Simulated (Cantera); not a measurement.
What does this Cantera script print?

```python
import numpy as np
import cantera as ct

gas_names = [...]  # 109 gases of nasa_gas.yaml made of C, Cl, H, Si
cond_names = """
    C(gr) C6H6(L) C7H8(L) C8H18(L),n-octa Si(cr) Si(L) SiC(b)
""".split()


# ... load() reads the species with a 1 bar reference pressure and builds the phases ...
atoms = {
    'CH3SiCl3': {'C': 1, 'H': 3, 'Si': 1, 'CL': 3},
    'CH4': {'C': 1, 'H': 4},
    'H2': {'H': 2},
}
top_T = {'C(gr)': 4500, 'SiC(b)': 3050}  # K; cautious upper limits of use, not melting points


# ... equilibrate(T, P, feed) seeds the gas with the atoms and calls Mixture.equilibrate('TP', solver="vcs", rtol=1e-11, max_steps=5000) ...
results = []
feed = {'CH3SiCl3': 1, 'CH4': 0.96, 'H2': 35}  # mol
P = 160  # Pa
for T in [998, 1148, 1298, 1448, 1598, 1748, 1898, 2048, 2198]:
    mix = equilibrate(T, P, feed)
    results.append((T, P, feed, dict(zip(mix.species_names, mix.species_moles))))

top = {s: max(r[3][s] / sum(r[3][g] for g in gas_names) for r in results) for s in gas_names}
cols = sorted((s for s in top if top[s] > 0.0001), key=lambda s: -top[s])[:5]
seen = [c for c in cond_names if any(r[3].get(c, 0) > 1e-12 for r in results)]
print("log10 of partial pressures in bar; condensed amounts in mol")
print(f"{'T/K':>10s}" + "".join(f"{s[:9]:>10s}" for s in cols + seen))
for T, P, feed, n in results:
    ng = sum(n[g] for g in gas_names)
    print(f"{T:10.4g}" + "".join(f"{np.log10(max(n[s] / ng * P / 1e5, 1e-99)):10.3f}" for s in cols)
          + "".join(f"{n.get(c, 0):10.4g}" for c in seen))
```

Output:

```
log10 of partial pressures in bar; condensed amounts in mol
       T/K        H2         H       HCL        Si        CL     C(gr)    SiC(b)
       998    -2.830   -10.082    -3.923   -19.215   -11.206    0.9598    0.9948
      1148    -2.830    -8.560    -3.920   -15.656    -9.705    0.9597     0.999
      1298    -2.830    -7.385    -3.921   -12.924    -8.549    0.9615     0.998
      1448    -2.830    -6.450    -3.921   -10.763    -7.631    0.9639    0.9955
      1598    -2.830    -5.689    -3.923    -9.010    -6.884    0.9667    0.9913
      1748    -2.832    -5.057    -3.928    -7.562    -6.265    0.9675    0.9841
      1898    -2.838    -4.526    -3.938    -6.344    -5.748     0.969    0.9626
      2048    -2.856    -4.078    -3.963    -5.307    -5.316     1.054    0.8136
      2198    -2.901    -3.705    -4.019    -4.541    -4.961       1.6         0
```

Method: chemical equilibrium by Gibbs-energy minimisation in Cantera with the NASA 1993 tables (ideal gas, pure condensed phases). The feed counts by its element totals alone. The tables' values for SiCl are old estimates; treat these amounts as uncertain. Gases not in the tables: Si2H6 and higher silanes.
